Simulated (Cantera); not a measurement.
A perfectly stirred reactor is fed with 23.0 % H₂, 16.2 % O₂, 60.9 % N₂, equivalence ratio 0.71, at 0.947 atm; it is adiabatic with a 750 K inlet, and is followed from long to short residence time, starting on the burning branch (τ in s: 0.36, 0.15, 0.067, 0.029, 0.012, 0.0054, 0.0023, 0.001, 0.00044, 0.00019, 8.2e-05).

Computed with Cantera and GRI-Mech 3.0 (53 species, 325 reactions).

x: mole fraction; the columns are a selection and need not sum to one.

```
τ (s)    T (K)     x H₂    x O₂  x H₂O   x H₂O₂  x NO
-------  -----  -------  ------  -----  -------  ----
0.36      2340  0.00309  0.0480  0.250  2.61e-7   [?]
0.15      2340  0.00315  0.0484  0.250  2.63e-7   [?]
0.067     2341  0.00327  0.0491  0.250  2.63e-7   [?]
0.029     2339  0.00353  0.0498  0.249  2.62e-7   [?]
0.012     2331  0.00414  0.0504  0.248  2.55e-7   [?]
0.0054    2313  0.00529  0.0508  0.245  2.49e-7   [?]
0.0023    2272  0.00763  0.0512  0.240  2.56e-7   [?]
0.0010    2205   0.0113  0.0520  0.233  2.99e-7   [?]
0.00044   2107   0.0159  0.0535  0.223  3.94e-7   [?]
0.00019   1978   0.0212  0.0558  0.211  5.96e-7   [?]
8.2e-5    1824   0.0265  0.0592  0.198  1.05e-6   [?]
```

**Question.** Complete the blanks.

**Answer.** 
- 0.36, x NO: 0.00666
- 0.15, x NO: 0.00571
- 0.067, x NO: 0.00436
- 0.029, x NO: 0.00280
- 0.012, x NO: 0.00152
- 0.0054, x NO: 0.000837
- 0.0023, x NO: 0.000428
- 0.0010, x NO: 0.000207
- 0.00044, x NO: 0.000101
- 0.00019, x NO: 5.99e-5
- 8.2e-5, x NO: 4.15e-5
